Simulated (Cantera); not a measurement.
# Nitride etching: AlN + H2 + N2

Feed: 1 mol AlN, 14 mol H2, 62 mol N2, at 13.3 mbar.

Method: chemical equilibrium by Gibbs-energy minimisation in Cantera with the NASA 1993 tables (ideal gas, pure condensed phases). Candidate condensed phases: Al, AlN; 13 gas species. Equilibrium is a limit: real reactors are often held back by kinetics, nucleation or transport.

| T (K) | x N2 | x H2 | x Al | x H | x AlH | x NH3 | x Al2 | x N | n AlN(s) |
|---|---|---|---|---|---|---|---|---|---|
| 825 | 0.816 | 0.184 | <1e-12 | 2.95e-11 | <1e-12 | 2.23e-6 | <1e-12 | <1e-12 | 1.00 |
| 925 | 0.816 | 0.184 | <1e-12 | 9.68e-10 | <1e-12 | 9.47e-7 | <1e-12 | <1e-12 | 1.00 |
| 1025 | 0.816 | 0.184 | <1e-12 | 1.62e-8 | <1e-12 | 4.71e-7 | <1e-12 | <1e-12 | 1.00 |
| 1125 | 0.816 | 0.184 | <1e-12 | 1.65e-7 | <1e-12 | 2.64e-7 | <1e-12 | <1e-12 | 1.00 |
| 1225 | 0.816 | 0.184 | <1e-12 | 1.16e-6 | <1e-12 | 1.62e-7 | <1e-12 | <1e-12 | 1.00 |
| 1325 | 0.816 | 0.184 | 5.17e-11 | 6.08e-6 | 6.69e-12 | 1.07e-7 | <1e-12 | <1e-12 | 1.00 |
| 1425 | 0.816 | 0.184 | 3.02e-9 | 2.54e-5 | 2.45e-10 | 7.48e-8 | <1e-12 | <1e-12 | 1.00 |
| 1525 | 0.816 | 0.184 | 1.03e-7 | 8.79e-5 | 5.58e-9 | 5.47e-8 | <1e-12 | <1e-12 | 1.000 |
| 1625 | 0.816 | 0.184 | 2.25e-6 | 0.000262 | 8.58e-8 | 4.16e-8 | <1e-12 | 9.10e-12 | 1.000 |
| 1725 | 0.815 | 0.184 | 3.43e-5 | 0.000690 | 9.56e-7 | 3.26e-8 | 2.52e-11 | 7.11e-11 | 0.997 |
| 1825 | 0.815 | 0.183 | 0.000386 | 0.00163 | 8.13e-6 | 2.61e-8 | 1.65e-9 | 4.44e-10 | 0.970 |
| 1925 | 0.812 | 0.181 | 0.00337 | 0.00352 | 5.50e-5 | 2.12e-8 | 6.94e-8 | 2.29e-9 | 0.738 |
| 2025 | 0.804 | 0.176 | 0.0127 | 0.00700 | 0.000163 | 1.71e-8 | 5.77e-7 | 1.00e-8 | 0 |
x: gas mole fraction; n: condensed amount in mol.

From 825 K to 1925 K the condensed part is AlN(s). At 2025 K nothing is condensed.
